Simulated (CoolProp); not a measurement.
Methanol at 524.18 K and 1.06 MPa flows at 0.11 m/s in a round tube of 10 mm bore and 15 µm roughness, fully developed (64/Re and Nu = 3.66 if laminar; Colebrook and Gnielinski if turbulent). Each further row changes one setting.

Computed with CoolProp (reference Helmholtz-energy equation of state, de Reuck 1993).

| case | Reynolds number | Darcy friction factor | pressure drop (Pa/m) | heat-transfer coefficient (W/(m² K)) | mass flow (kg/h) |
|---|---|---|---|---|---|
| as stated | 523 | ? | ? | 15.9 | ? |
| velocity 0.22 m/s | 1050 | 0.0612 | 1.20 | 15.9 | 0.504 |
| diameter 20 mm | 1050 | 0.0612 | 0.150 | ? | ? |

**Question.** Some entries are withheld; supply them.

**Answer.** 
- as stated, Darcy friction factor: 0.122
- as stated, pressure drop (Pa/m): 0.601
- as stated, mass flow (kg/h): 0.252
- diameter 20 mm, heat-transfer coefficient (W/(m² K)): 7.94
- diameter 20 mm, mass flow (kg/h): 1.01

Viscosity comes from a separate model (Xiang 2006). Thermal conductivity comes from a separate model (Sykioti 2013).
